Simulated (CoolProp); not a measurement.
Vapour-liquid equilibrium of CHF3 (R23) (1) + propane (2) at 239.8 K; x and y are mole fractions of (1).

The numbers come from the multi-fluid Helmholtz-energy mixture model, Penoncello 2003 and Lemmon 2009; pair parameters Bell 2016 in CoolProp.

```csv
x,bubble pressure (bar),y at the bubble point,dew pressure at overall composition x (bar),liquid density (mol/L)
0.05,3.323,0.555,1.547,13.07
0.2,6.695,0.785,1.843,13.48
0.35,7.970,0.826,2.274,13.91
0.5,8.382,0.840,2.959,14.42
0.65,8.603,0.850,4.213,15.06
0.8,8.871,0.875,7.126,15.94
0.95,9.058,0.948,9.057,17.17
```

y crosses x between x = 0.8 and 0.95: the model has an azeotrope there.

Pair parameters are fitted to limited data, so mixtures are less certain than the pure fluids. With so large a gap from Raoult's law the liquid may split in two, which this calculation doesn't test in full.
